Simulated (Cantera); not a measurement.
A perfectly stirred reactor is fed with CH4 : N2 = 1 : 28 (molar parts), at 0.0263 atm; it is held at 1548 K, and followed from long to short residence time.

Detailed kinetics in Cantera: GRI-Mech 3.0 (53 species, 325 reactions). GRI-Mech 3.0 stops at C3 and has no aromatics, soot or wall deposition, so with more carbon than oxygen in the feed, carbon stays in small species such as C2H2 where larger ones or solid carbon would form. Radical loss at walls, strong at low pressure, is not modelled.

Task: What does this change do: temperature 1548 to 2000 K?

Result: 
| quantity | before | after |
|---|---|---|
| x(CH4) at τ = 0.820 s | 0.0254 | 0.00101 |
| x(C2H6) at τ = 0.820 s | 1.30e-5 | 3.19e-8 |
| x(C2H4) at τ = 0.820 s | 0.000593 | 1.11e-5 |
| x(C2H) at τ = 0.820 s | 4.64e-9 | 3.99e-6 |
| x(CH2) at τ = 0.820 s | 7.66e-8 | 4.21e-6 |
| x(CH4) at τ = 19.0 ms | 0.0344 | 0.0132 |
| x(C2H6) at τ = 19.0 ms | 1.77e-7 | 1.21e-6 |
| x(C2H4) at τ = 19.0 ms | 1.43e-6 | 0.000540 |
| x(C2H) at τ = 19.0 ms | <1e-12 | 1.29e-6 |
| x(CH2) at τ = 19.0 ms | 1.08e-9 | 9.09e-6 |

Task: What does this change do: pressure from 0.0263 atm to 0.00276 atm?

Result: 
| quantity | before | after |
|---|---|---|
| x(CH4) at τ = 0.820 s | 0.0254 | 0.0341 |
| x(C2H6) at τ = 0.820 s | 1.30e-5 | 4.91e-7 |
| x(C2H4) at τ = 0.820 s | 0.000593 | 9.53e-5 |
| x(C2H) at τ = 0.820 s | 4.64e-9 | 8.45e-11 |
| x(CH2) at τ = 0.820 s | 7.66e-8 | 2.01e-8 |
| x(CH4) at τ = 19.0 ms | 0.0344 | 0.0345 |
| x(C2H6) at τ = 19.0 ms | 1.77e-7 | 1.14e-10 |
| x(C2H4) at τ = 19.0 ms | 1.43e-6 | 1.85e-9 |
| x(C2H) at τ = 19.0 ms | <1e-12 | <1e-12 |
| x(CH2) at τ = 19.0 ms | 1.08e-9 | 1.77e-11 |
